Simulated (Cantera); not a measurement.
## NO annealing gas

An isothermal, constant-pressure homogeneous reactor starts with NO : N2 = 1 : 17 (molar parts), at 2075 K and 750 Torr.

Computed with Cantera and GRI-Mech 3.0 (53 species, 325 reactions).

| t (s) | x NO | x O | x O2 | x NO2 | x N2O |
|---|---|---|---|---|---|
| 9.00e-6 | 0.0556 | 5.45e-8 | 2.92e-11 | 9.45e-10 | 5.36e-8 |
| 3.69e-5 | 0.0556 | 2.26e-7 | 4.94e-10 | 1.28e-8 | 2.08e-7 |
| 0.000151 | 0.0556 | 1.02e-6 | 8.89e-9 | 1.18e-7 | 6.94e-7 |
| 0.000618 | 0.0555 | 5.25e-6 | 1.97e-7 | 7.67e-7 | 1.43e-6 |
| 0.00253 | 0.0555 | 2.24e-5 | 5.04e-6 | 3.41e-6 | 1.59e-6 |
| 0.0104 | 0.0554 | 4.10e-5 | 7.47e-5 | 6.22e-6 | 1.59e-6 |
| 0.0424 | 0.0546 | 4.67e-5 | 0.000427 | 7.03e-6 | 1.56e-6 |
| 0.174 | 0.0515 | 6.51e-5 | 0.00197 | 9.33e-6 | 1.40e-6 |
| 0.711 | 0.0381 | 0.000114 | 0.00864 | 1.23e-5 | 8.50e-7 |
| 2.91 | 0.00967 | 0.000178 | 0.0228 | 4.88e-6 | 2.53e-7 |
| 11.9 | 0.00366 | 0.000189 | 0.0259 | 1.96e-6 | 2.27e-7 |
| 48.8 | 0.00365 | 0.000189 | 0.0259 | 1.95e-6 | 2.27e-7 |
| 200 | 0.00365 | 0.000189 | 0.0259 | 1.95e-6 | 2.27e-7 |
x: mole fraction; the columns are a selection and need not sum to one.

Equilibrium at this temperature and pressure: NO 0.00365, O 0.000189, O2 0.0259, NO2 1.95e-6, N2O 2.27e-7 (gas phase only).
